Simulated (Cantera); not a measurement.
Feed: 1 mol SiH2Cl2, 70 mol H2, equilibrated at 1248.15 K and 1.90 bar.

Method: chemical equilibrium by Gibbs-energy minimisation in Cantera with the NASA 1993 tables (ideal gas, pure condensed phases). Candidate condensed phases: Si; 19 gas species. The tables' values for SiCl3 are old estimates; treat these amounts as uncertain. Equilibrium is a limit: real reactors are often held back by kinetics, nucleation or transport.

Base state: H2 0.980, HCl 0.0163, SiHCl3 0.00170, SiCl4 0.000804, SiCl2 0.000685, SiH2Cl2 0.000488, SiCl3 0.000276, SiH3Cl 3.88e-5 (mole fractions); condensed: Si(s).

### Question
What changes in the equilibrium state with this change: temperature from 1248.15 K to 1525 K?

### Answer
```json
[
 {"species": "H2", "before": "0.980", "after": "0.975"},
 {"species": "HCl", "before": "0.0163", "after": "0.0231"},
 {"species": "SiCl2", "before": "0.000685", "after": "0.00180"},
 {"species": "SiHCl3", "before": "0.00170", "after": "0.000120"},
 {"species": "H", "before": "3.36e-7", "after": "1.69e-5"},
 {"species": "SiCl4", "before": "0.000804", "after": "2.53e-5"},
 {"species": "SiH2Cl2", "before": "0.000488", "after": "9.21e-5"},
 {"species": "Si(s), mol", "before": "0.714", "after": "0.843"}
]
```
